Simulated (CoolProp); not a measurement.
A Linde-Hampson liquefier for oxygen: isothermal reversible compression at 290 K from 1 atm to 40 MPa, throttling to 1 atm, return gas leaving the recuperator 2 K below the feed. Each further row changes one setting.

Model: reference Helmholtz-energy equation of state, Schmidt 1985, in CoolProp.

```json
[
 {"case": "as stated", "liquid yield per pass": "0.166", "compression work (kJ/kg of gas)": "441"},
 {"case": "high pressure 80 MPa", "liquid yield per pass": "…", "compression work (kJ/kg of gas)": "505"},
 {"case": "warm-end temperature 320 K", "liquid yield per pass": "…", "compression work (kJ/kg of gas)": "…"},
 {"case": "warm-end gap 7 K", "liquid yield per pass": "…", "compression work (kJ/kg of gas)": "441"}
]
```

Problem. Fill in the missing entries.

Solution. 
- high pressure 80 MPa, liquid yield per pass: 0.165
- warm-end temperature 320 K, liquid yield per pass: 0.127
- warm-end temperature 320 K, compression work (kJ/kg of gas): 493
- warm-end gap 7 K, liquid yield per pass: 0.156

Above 300 K oxygen's equation is extrapolated.
